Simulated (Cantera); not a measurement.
## Stirred combustor or abatement burner

A perfectly stirred reactor is fed with H2 : O2 : N2 : H2O = 1 : 0.312 : 1.17 : 0.096 (molar parts), at 1400000 Pa; it is adiabatic with a 375 K inlet, and is followed from long to short residence time, starting on the burning branch (τ in s: 0.23, 0.12, 0.061, 0.031, 0.016, 0.0082, 0.0042, 0.0022, 0.0011, 0.00058, 0.0003, 0.00015, 7.9e-05).

Detailed kinetics in Cantera: the H2/O2 subset of GRI-Mech 3.0, which has no nitrogen chemistry. The hydrogen kinetics of GRI-Mech 3.0 are dated; newer H2 mechanisms differ, most at raised pressure. The pressure lies above the range GRI-Mech 3.0 was tuned for (to about 10 atm).

```csv
τ (s),T (K),x H2,x O2,x H2O,x OH,x H
0.23,2195,0.166,3.58e-6,0.317,0.000164,0.000621
0.12,2195,0.166,6.39e-6,0.317,0.000169,0.000640
0.061,2194,0.166,1.16e-5,0.317,0.000179,0.000677
0.031,2194,0.166,2.07e-5,0.317,0.000196,0.000743
0.016,2193,0.166,3.50e-5,0.317,0.000226,0.000854
0.0082,2191,0.166,5.66e-5,0.317,0.000273,0.00104
0.0042,2189,0.165,8.80e-5,0.317,0.000345,0.00131
0.0022,2185,0.165,0.000131,0.317,0.000446,0.00171
0.0011,2180,0.165,0.000198,0.316,0.000597,0.00230
0.00058,2173,0.165,0.000289,0.316,0.000785,0.00306
0.00030,2164,0.165,0.000426,0.315,0.00104,0.00409
0.00015,2151,0.164,0.000643,0.314,0.00138,0.00555
7.9e-5,2134,0.164,0.000947,0.312,0.00177,0.00733
```
x: mole fraction; the columns are a selection and need not sum to one.
